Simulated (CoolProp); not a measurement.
Saturated liquid density (kg/m³) of n-perfluorobutane: the reference equation beside estimates from Tc = 113.2 °C, pc = 2.322 MPa, ω = 0.372.

Model: reference Helmholtz-energy equation of state, Gao 2022, in CoolProp.

| T (°C) | reference | van der Waals | Redlich-Kwong | Soave-Redlich-Kwong | Peng-Robinson |
|---|---|---|---|---|---|
| -30.85 | 1696 | 1041 | 1527 | 1605 | 1811 |
| -17.85 | 1652 | 1015 | 1481 | 1564 | 1767 |
| -4.85 | 1606 | 987.0 | 1432 | 1518 | 1718 |
| 8.15 | 1559 | 957.5 | 1380 | 1469 | 1664 |
| 21.05 | 1511 | 926.2 | 1324 | 1414 | 1604 |
| 34.05 | 1459 | 892.1 | 1263 | 1353 | 1535 |
| 47.05 | 1403 | 854.8 | 1195 | 1285 | 1458 |
| 60.05 | 1341 | 813.4 | 1121 | 1206 | 1369 |
| 73.05 | 1270 | 766.4 | 1037 | 1115 | 1264 |
| 86.05 | 1182 | 710.9 | 937.9 | 1006 | 1137 |
| 99.05 | 1062 | 639.6 | 813.6 | 863.8 | 969.6 |

Absolute difference from the reference over all 11 rows, mean and median: van der Waals 39.1 and 38.9 %, Redlich-Kwong 14.7 and 13.4 %, Soave-Redlich-Kwong 9.1 and 7.3 %, Peng-Robinson 5.3 and 6.2 %.
